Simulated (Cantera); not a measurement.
Charge: 1 mol SiH2Cl2, 17 mol N2, 0.2 mol H2, held at 1.00 Torr.

These are equilibrium values from Cantera (NASA tables, ideal gas, pure condensed phases), not measurements of a reactor. Candidate condensed phases: NH4Cl, Si, Si3N4; 28 gas species. N2 is the only nitrogen source here; it is nearly inert below about 1500 K, so the nitride shown seldom forms there in practice. The tables' values for SiCl3 are old estimates; treat these amounts as uncertain. Equilibrium is a limit: real reactors are often held back by kinetics, nucleation or transport. All values below are at 875 °C.

Base state: N2 0.885, HCl 0.0909, H2 0.0194, SiCl4 0.00392, SiCl3 0.000300, SiCl2 0.000254, SiHCl3 1.68e-5 (mole fractions); condensed: Si3N4(s).

Q: What changes in the equilibrium state with this change: N2 from 17 to 6.9 mol?

A: 
```json
[
 {"species": "N2", "before": "0.885", "after": "0.751"},
 {"species": "HCl", "before": "0.0909", "after": "0.187"},
 {"species": "H2", "before": "0.0194", "after": "0.0494"},
 {"species": "SiCl4", "before": "0.00392", "after": "0.0120"},
 {"species": "SiHCl3", "before": "1.68e-5", "after": "6.37e-5"},
 {"species": "SiCl3", "before": "0.000300", "after": "0.000714"},
 {"species": "SiCl2", "before": "0.000254", "after": "0.000469"},
 {"species": "Si3N4(s), mol", "before": "0.306", "after": "0.296"}
]
```
